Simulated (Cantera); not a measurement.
A closed system holds: 1 mol SiO2, 3.8 mol SiCl4, 0.8 mol O2, at 73.0 Pa.

Equilibrium computed with Cantera from the NASA thermochemical tables; the gas is ideal and each condensed phase is pure. Candidate condensed phases: Si, SiO2; 15 gas species. The numbers say what is thermodynamically allowed, not how fast it happens.

Task: At 950 K, list the 3 most abundant gas species with their mole fractions, and the condensed phases.

Result: SiCl4 0.651, Cl2 0.345, Cl 0.00385. Condensed: SiO2(β-quartz).
